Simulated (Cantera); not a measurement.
Feed: 1 mol Si2H6, 8.8 mol N2O, equilibrated at 1.30 mbar.

Method: chemical equilibrium by Gibbs-energy minimisation in Cantera with the NASA 1993 tables (ideal gas, pure condensed phases). Candidate condensed phases: H2O, Si, SiO2, Si2N2O, Si3N4; 35 gas species. The feed counts by its element totals alone. Rates play no part.

Q: At 600 °C, list the 3 most abundant gas species with their mole fractions, and the condensed phases.

A: N2 0.693, H2O 0.236, O2 0.0709. Condensed: SiO2(β-quartz).
